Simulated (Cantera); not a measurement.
**Gas-phase reforming**

An isothermal, constant-pressure homogeneous reactor starts with 55.6 % CH4, 44.4 % CO2, at 1800 K and 1.01 bar.

Model: GRI-Mech 3.0 (53 species, 325 reactions), integrated in Cantera.

```
t (s)       x CH4    x CO2      x CO    x C2H6     x CH3       x O
--------  -------  -------  --------  --------  --------  --------
2.00e-6     0.555    0.444   1.47e-6   1.88e-7  0.000192  9.26e-12
1.03e-5     0.554    0.444   8.63e-6   2.27e-5  0.000952  1.10e-11
5.32e-5     0.547    0.443  0.000116  0.000933   0.00305  2.99e-11
0.000274    0.468    0.425   0.00323   0.00312   0.00465  2.08e-10
0.00141     0.256    0.329    0.0354  0.000702   0.00232  3.30e-10
0.00729    0.0750    0.141     0.174   8.48e-5  0.000837  6.90e-10
0.0376     0.0220   0.0411     0.294   9.50e-6  0.000288  9.27e-10
0.194      0.0133   0.0186     0.376   2.56e-6  0.000148  5.13e-10
1.00      0.00586  0.00378     0.432   4.90e-7   5.97e-5  1.33e-10
```
x: mole fraction; the columns are a selection and need not sum to one.

Equilibrium at this temperature and pressure: CH4 0.00356, CO2 8.89e-7, CO 0.446, C2H6 2.18e-7, CH3 3.55e-5, O <1e-12 (gas phase only).
